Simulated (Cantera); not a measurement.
An adiabatic, constant-pressure homogeneous reactor starts with 17.9 % CO, 2.33 % H2, 7.25 % O2, 72.5 % N2, equivalence ratio 1.4, at 1125 K and 25.7 atm.

Computed with Cantera and GRI-Mech 3.0 (53 species, 325 reactions). The hydrogen kinetics of GRI-Mech 3.0 are dated; newer H2 mechanisms differ, most at raised pressure. The pressure lies above the range GRI-Mech 3.0 was tuned for (to about 10 atm).

One state of this run: T (K) = 2243; x CO = 0.0605; x H2 = 0.00194; x O2 = 1.21e-5; x NO = 0.000106; x CO2 = 0.133. x: mole fraction; the columns are a selection and need not sum to one.

**Question.** Which value of t (s) does it belong to?
A. 6.00
B. 2.00e-6
C. 6.25e-5
D. 6.30e-6

**Answer.** A, 6.00
